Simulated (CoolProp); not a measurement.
Values from CoolProp's reference Helmholtz-energy equation of state, de Reuck 1990.

Problem. For fluorine, give the phase and the density (kg/m³), cv (kJ/(kg K)), Joule-Thomson coefficient (K/MPa), isothermal compressibility (1/MPa) at 129.4 K and 4500 kPa.

Solution. 
- 129.4 K and 4500 kPa: liquid; density 1120, cv 0.722, Joule-Thomson coefficient 0.248, isothermal compressibility 0.0129
